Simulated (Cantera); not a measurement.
Cantera run:

```python
import numpy as np
import cantera as ct

gas_names = [...]  # 123 gases of nasa_gas.yaml made of C, H, O, Si
cond_names = """
    C(gr) C6H6(L) C7H8(L) C8H18(L),n-octa H2O(s) H2O(L) Si(cr) Si(L) SiC(b) SiO2(Lqz) SiO2(hqz) SiO2(L)
""".split()


# ... load() reads the species with a 1 bar reference pressure and builds the phases ...
atoms = {
    'TEOS': {'Si': 1, 'C': 8, 'H': 20, 'O': 4},
    'O3': {'O': 3},
}
top_T = {'C(gr)': 4500, 'SiC(b)': 3050}  # K; cautious upper limits of use, not melting points


# ... equilibrate(T, P, feed) seeds the gas with the atoms and calls Mixture.equilibrate('TP', solver="vcs", rtol=1e-11, max_steps=5000) ...
results = []
feed = {'TEOS': 1, 'O3': 0.13}  # mol
T = 1575  # K
P = 13332.2  # Pa
mix = equilibrate(T, P, feed)
results.append((T, P, feed, dict(zip(mix.species_names, mix.species_moles))))
x = sorted(zip(gas.X, gas.species_names), reverse=True)
print(f"T = {T:g} K  P = {P:g} Pa  gas = {mix.phase_moles(0):.4g} mol")
print("   x: " + "  ".join(f"{s} {v:.3e}" for v, s in x if v > 1e-06))
print("   condensed (mol): " + ("  ".join(f"{mix.phase(i).name} {mix.phase_moles(i):.4g}"
      for i in range(1, mix.n_phases) if mix.phase_moles(i) > 1e-12) or "none"))
```

Result:

```
T = 1575 K  P = 13332.2 Pa  gas = 14.39 mol
   x: H2 6.947e-01  CO 3.043e-01  SiO 8.040e-04  CH4 1.170e-04  H 9.486e-05  H2O 2.892e-05  C2H2,acetylene 1.466e-05  CO2 4.366e-06
   condensed (mol): C(gr) 2.631  SiC(b) 0.9884
```

Equilibrium computed with Cantera from the NASA thermochemical tables; the gas is ideal and each condensed phase is pure. The feed counts by its element totals alone.
